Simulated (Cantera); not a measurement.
Input (Python, Cantera) and output of one run.

```python
import numpy as np
import cantera as ct

gas_names = """
    CL CL2 H HCL H2 Si SiCL SiCL2 SiCL3 SiCL4 SiH SiHCL3 SiH2 SiH2CL2 SiH3 SiH3CL SiH4 Si2 Si3
""".split()
cond_names = """
    Si(cr) Si(L)
""".split()


def load(file, names, dense=False):
    # The tables refer to 1 bar. Condensed volumes are neglected.
    table = {s.name: s for s in ct.Species.list_from_file(file)}
    out = []
    for n in names:
        d = dict(table[n].input_data)
        d["thermo"] = dict(d["thermo"], **{"reference-pressure": 1e5})
        if dense:
            d["equation-of-state"] = {"model": "constant-volume", "density": "1e6 g/cm^3"}
        out.append(ct.Species.from_dict(d))
    return out


gas = ct.Solution(thermo="ideal-gas", species=load("nasa_gas.yaml", gas_names))
cond = {s.name: ct.Solution(thermo="fixed-stoichiometry", species=[s], name=s.name)
        for s in load("nasa_condensed.yaml", cond_names, dense=True)}
atoms = {
    'SiH2Cl2': {'Si': 1, 'H': 2, 'CL': 2},
    'HCl': {'H': 1, 'CL': 1},
    'H2': {'H': 2},
}
top_T = {}  # K; cautious upper limits of use, not melting points


def equilibrate(T, P, feed):
    n = {}
    for name, mol in feed.items():
        for a, k in atoms[name].items():
            n[a] = n.get(a, 0.0) + k * mol
    gas.TPX = T, P, n
    mass = sum(n.values()) * gas.mean_molecular_weight
    gas.equilibrate("TP")
    valid = [c for c in cond.values() if c.min_temp <= T <= top_T.get(c.name, c.max_temp)]
    mix = ct.Mixture([(gas, mass / gas.mean_molecular_weight)] + [(c, 0.0) for c in valid])
    mix.T, mix.P = T, P
    mix.equilibrate("TP", solver="vcs", rtol=1e-11, max_steps=5000)
    return mix


results = []
feed = {'SiH2Cl2': 1, 'HCl': 0.048, 'H2': 14}  # mol
P = 740  # Pa
for T in [1023, 1098, 1173, 1248, 1323, 1398, 1473, 1548, 1623, 1698, 1773, 1848, 1923, 1998]:
    mix = equilibrate(T, P, feed)
    results.append((T, P, feed, dict(zip(mix.species_names, mix.species_moles))))

top = {s: max(r[3][s] / sum(r[3][g] for g in gas_names) for r in results) for s in gas_names}
cols = sorted((s for s in top if top[s] > 1e-06), key=lambda s: -top[s])[:5]
seen = [c for c in cond_names if any(r[3].get(c, 0) > 1e-12 for r in results)]
print("log10 of partial pressures in bar; condensed amounts in mol")
print(f"{'T/K':>10s}" + "".join(f"{s[:9]:>10s}" for s in cols + seen))
for T, P, feed, n in results:
    ng = sum(n[g] for g in gas_names)
    print(f"{T:10.4g}" + "".join(f"{np.log10(max(n[s] / ng * P / 1e5, 1e-99)):10.3f}" for s in cols)
          + "".join(f"{n.get(c, 0):10.4g}" for c in seen))
```

Output:

```
log10 of partial pressures in bar; condensed amounts in mol
       T/K        H2       HCL     SiCL2     SiCL4         H    Si(cr)     Si(L)
      1023    -2.157    -3.626    -4.844    -3.850    -9.462    0.5733         0
      1098    -2.164    -3.428    -4.384    -4.025    -8.689    0.6198         0
      1173    -2.172    -3.299    -4.070    -4.349    -8.014    0.6475         0
      1248    -2.176    -3.239    -3.903    -4.849    -7.419    0.6522         0
      1323    -2.178    -3.222    -3.830    -5.439    -6.889    0.6456         0
      1398    -2.178    -3.221    -3.795    -6.023    -6.414    0.6361         0
      1473    -2.178    -3.225    -3.775    -6.566    -5.987    0.6263         0
      1548    -2.178    -3.230    -3.760    -7.062    -5.601    0.6171         0
      1623    -2.178    -3.235    -3.749    -7.513    -5.250    0.6082         0
      1698    -2.179    -3.239    -3.743    -7.925    -4.929         0    0.6019
      1773    -2.180    -3.226    -3.766    -8.297    -4.636         0    0.6166
      1848    -2.182    -3.216    -3.789    -8.642    -4.367         0    0.6224
      1923    -2.186    -3.210    -3.814    -8.966    -4.119         0    0.6097
      1998    -2.191    -3.207    -3.842    -9.273    -3.890         0    0.5575
```

Method: chemical equilibrium by Gibbs-energy minimisation in Cantera with the NASA 1993 tables (ideal gas, pure condensed phases). The tables' values for SiCl3, SiCl are old estimates; treat these amounts as uncertain. Gases not in the tables: Si2H6 and higher silanes.
